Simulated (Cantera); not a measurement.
A closed system holds: 1 mol Fe3O4, 0.3 mol CH4, 0.029 mol CO, held at 7.50 Torr.

Equilibrium computed with Cantera from the NASA thermochemical tables; the gas is ideal and each condensed phase is pure. Candidate condensed phases: C, C6H6, C7H8, C8H18, Fe, Fe(CO)5, FeO, Fe(OH)2, Fe(OH)3, Fe2O3, Fe3O4, H2O; 114 gas species. The tables' stoichiometric FeO is somewhat more stable than real wüstite, so its field is too wide. FeO: taken at fixed stoichiometry. Equilibrium is a limit: real reactors are often held back by kinetics, nucleation or transport.

### Question
At 1577 °C, list the 6 most abundant gas species with their mole fractions, and the condensed phases.

### Answer
H2O 0.546, CO2 0.206, CO 0.148, H2 0.0975, H 0.00168, OH 0.000696. Condensed: FeO(l).
